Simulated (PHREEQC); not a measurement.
Solution (25 °C): 0.0012 mol/kgw H3BO3, 0.00023 mol/kgw K2HPO4 and 7e-05 mol/kgw KCl. Closed to the air; pH follows from the charge balance.

Model: ion-association model, phreeqc.dat, run in PHREEQC.

No solid was allowed to form.

Task: What pH does the model give?

Result: pH 7.80.

Task: In which forms is B present?

Result: H3BO3 96 %, H2BO3- 3.6 % of the B.
